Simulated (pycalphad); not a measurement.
Source of the numbers: pycalphad with the COST 507 light-alloy database (1999); pressure 1 atm. The database dates from 1999; later assessments differ in places, in temperatures and in the compounds included. Diffusion is slow at the low end, where real alloys seldom reach equilibrium.

Molar enthalpy of Si-0.8781Cu (wt.%) in equilibrium (SER reference):

| T (°C) | H (kJ/mol) | phases |
|---|---|---|
| 1577 | 90.47 | LIQUID |
| 1497 | 88.30 | LIQUID |
| 1457 | 87.21 | LIQUID |
| 1417 | 86.12 | LIQUID |
| 1337 | 35.07 | DIAMOND_A4 + LIQUID |
| 1257 | 32.09 | DIAMOND_A4 + LIQUID |
| 1177 | 29.57 | DIAMOND_A4 + LIQUID |
| 1097 | 27.20 | DIAMOND_A4 + LIQUID |
| 1017 | 24.90 | DIAMOND_A4 + LIQUID |
| 937 | 22.67 | DIAMOND_A4 + LIQUID |
| 857 | 20.48 | DIAMOND_A4 + LIQUID |
| 777 | 18.28 | DIAMOND_A4 + CU19SI6_ETA |
| 737 | 17.23 | DIAMOND_A4 + CU19SI6_ETA |
| 697 | 16.17 | DIAMOND_A4 + CU19SI6_ETA |
| 617 | 14.09 | DIAMOND_A4 + CU19SI6_ETA |
| 537 | 12.04 | DIAMOND_A4 + CU19SI6_ETA |
| 457 | 10.03 | DIAMOND_A4 + CU19SI6_ETA |
| 377 | 8.05 | DIAMOND_A4 + CU19SI6_ETA |
| 297 | 6.11 | DIAMOND_A4 + CU19SI6_ETA |

Cooling from 1417 °C to 777 °C, across the freezing range, releases 67.8 kJ/mol, or 2400 J/g. The slope is 27 J/(mol K) in the liquid and 26 J/(mol K) just below the solidus, where it includes any heat of precipitation. Liquidus 1412 °C, solidus 800 °C. Changes were sought between steps of 40 K, so a narrower field can be missed.

Database names, with the compositions (at.%) that they take in these runs: CU19SI6_ETA: Cu 76 Si 24. DIAMOND_A4 is diamond (Si).
